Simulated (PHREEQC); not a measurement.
A solution holds 0.012 mol/kgw HF, 0.00063 mol/kgw NaF and 0.015 mol/kgw (NH4)2SiF6, at 25 °C. Closed to the air; pH follows from the charge balance.

Equilibrium calculation in PHREEQC: ion-association model, phreeqc.dat.

| Property | Result |
|---|---|
| pH | 2.63 |
| ionic strength | 0.0484 mol/kgw |
| total alkalinity | -72.0 meq/kg |

```tsv
species	molality	activity	log γ
NH4+	0.0300	0.0241	-0.095
SiF6-2	0.0150	0.00702	-0.330
HF	0.00916	0.00926	0.005
F-	0.00325	0.00264	-0.090
H+	0.00273	0.00234	-0.068
Na+	0.000629	0.000520	-0.083
HF2-	0.000114	9.39e-5	-0.085
NaF	7.82e-7	7.91e-7	0.005
H4SiO4	4.50e-7	4.56e-7	0.005
NH3	5.82e-9	5.88e-9	0.005
```

This is a speciation only: nothing precipitates in the calculation. SiF6-2 is the database's only silicon fluoride.
